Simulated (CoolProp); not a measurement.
Vapour-liquid equilibrium of carbon dioxide (1) + hydrogen sulfide (2) at 14.7 bar; x and y are mole fractions of (1).

Model: multi-fluid Helmholtz-energy mixture model, Span 1996 and Lemmon 2006; pair parameters Kunz 2012, in CoolProp.

```
x     bubble temperature, mixture model (K)  bubble temperature, Raoult's law (K)  y, mixture model  y, Raoult's law
----  -------------------------------------  ------------------------------------  ----------------  ---------------
0.05                                  277.6                                 281.8             0.214            0.148
0.15                                  266.3                                 274.9             0.468            0.372
0.25                                  259.4                                 269.2                 …            0.532
0.35                                  255.1                                 264.3             0.678            0.651
0.45                                  252.1                                 260.1             0.731            0.742
0.55                                      …                                 256.4             0.773            0.813
0.65                                  248.2                                 253.1             0.812            0.870
0.75                                  246.7                                 250.2             0.853            0.916
0.85                                  245.5                                 247.5             0.901            0.954
0.95                                  244.4                                 245.1                 …            0.986
```

What belongs in the gaps?


- 0.25, y, mixture model: 0.600
- 0.55, bubble temperature, mixture model (K): 250.0
- 0.95, y, mixture model: 0.962

The largest gap from Raoult's law is -9.8 K in bubble temperature, at x = 0.25. No azeotrope shows between x = 0.05 and 0.95.

Pair parameters are fitted to limited data, so mixtures are less certain than the pure fluids.
